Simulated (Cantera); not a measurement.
A perfectly stirred reactor is fed with H2 : O2 : N2 : H2O = 1 : 0.357 : 1.34 : 0.24 (molar parts), equivalence ratio 1.4, at 9.87 atm; it is adiabatic with a 450 K inlet, and is followed from long to short residence time, starting on the burning branch (τ in s: 0.031, 0.014, 0.006, 0.0026, 0.0012, 0.00051, 0.00022, 9.9e-05, 4.4e-05, 1.9e-05, 8.5e-06).

Model: the H2/O2 subset of GRI-Mech 3.0, which has no nitrogen chemistry, integrated in Cantera. The hydrogen kinetics of GRI-Mech 3.0 are dated; newer H2 mechanisms differ, most at raised pressure.

Task: Predict: blow-out, bracketed by the residence times tried; x(H2) at τ = 31.0 ms; x(O2) at τ = 31.0 ms; x(H2O) at τ = 31.0 ms; x(H) at τ = 31.0 ms; x(HO2) at τ = 31.0 ms; x(H2) at τ = 0.510 ms; x(O2) at τ = 0.510 ms; x(H2O) at τ = 0.510 ms; x(H) at τ = 0.510 ms; x(HO2) at τ = 0.510 ms.

Result: 
| Item | Result |
|---|---|
| blow-out, bracketed by the residence times tried | burning at 8.50 µs, the shortest tried |
| x(H2) at τ = 31.0 ms | 0.111 |
| x(O2) at τ = 31.0 ms | 2.79e-5 |
| x(H2O) at τ = 31.0 ms | 0.369 |
| x(H) at τ = 31.0 ms | 0.000871 |
| x(HO2) at τ = 31.0 ms | 2.05e-8 |
| x(H2) at τ = 0.510 ms | 0.110 |
| x(O2) at τ = 0.510 ms | 0.000445 |
| x(H2O) at τ = 0.510 ms | 0.366 |
| x(H) at τ = 0.510 ms | 0.00366 |
| x(HO2) at τ = 0.510 ms | 1.16e-6 |
